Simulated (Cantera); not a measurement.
## Silicon oxide and oxynitride deposition: SiH4 + O2

A closed system holds: 1 mol SiH4, 3.5 mol O2, at 0.0100 bar.

These are equilibrium values from Cantera (NASA tables, ideal gas, pure condensed phases), not measurements of a reactor. Candidate condensed phases: H2O, Si, SiO2; 18 gas species. The tables hold silica as quartz up to 1696 K and as liquid above; real silica turns to tridymite and cristobalite and melts near 1996 K. Rates play no part.

From 1327 °C to 1402 °C the condensed part is SiO2(β-quartz). From 1427 °C to 1577 °C the condensed part is SiO2(condensed).

| T (°C) | x H2O | x O2 | x OH | x O | x H2 | x H | x HO2 | x SiO2 | n SiO2(β-quartz) | n SiO2(condensed) |
|---|---|---|---|---|---|---|---|---|---|---|
| 1327 | 0.570 | 0.428 | 0.00160 | 9.49e-5 | 5.78e-5 | 4.13e-6 | 4.90e-7 | 4.12e-9 | 1.00 | 0 |
| 1352 | 0.570 | 0.428 | 0.00193 | 0.000127 | 7.72e-5 | 6.20e-6 | 5.71e-7 | 8.16e-9 | 1.00 | 0 |
| 1377 | 0.570 | 0.428 | 0.00231 | 0.000169 | 0.000102 | 9.19e-6 | 6.63e-7 | 1.58e-8 | 1.00 | 0 |
| 1402 | 0.569 | 0.427 | 0.00276 | 0.000223 | 0.000134 | 1.35e-5 | 7.67e-7 | 3.00e-8 | 1.00 | 0 |
| 1427 | 0.569 | 0.427 | 0.00328 | 0.000292 | 0.000175 | 1.95e-5 | 8.82e-7 | 5.58e-8 | 0 | 1.00 |
| 1452 | 0.569 | 0.427 | 0.00387 | 0.000379 | 0.000226 | 2.79e-5 | 1.01e-6 | 1.01e-7 | 0 | 1.00 |
| 1477 | 0.568 | 0.427 | 0.00455 | 0.000489 | 0.000290 | 3.96e-5 | 1.15e-6 | 1.80e-7 | 0 | 1.000 |
| 1502 | 0.567 | 0.426 | 0.00532 | 0.000625 | 0.000370 | 5.56e-5 | 1.31e-6 | 3.16e-7 | 0 | 1.000 |
| 1527 | 0.567 | 0.426 | 0.00619 | 0.000794 | 0.000468 | 7.74e-5 | 1.49e-6 | 5.44e-7 | 0 | 1.000 |
| 1552 | 0.566 | 0.425 | 0.00718 | 0.00100 | 0.000588 | 0.000107 | 1.68e-6 | 9.24e-7 | 0 | 1.000 |
| 1577 | 0.565 | 0.425 | 0.00829 | 0.00126 | 0.000734 | 0.000146 | 1.89e-6 | 1.55e-6 | 0 | 1.000 |
x: gas mole fraction; n: condensed amount in mol.
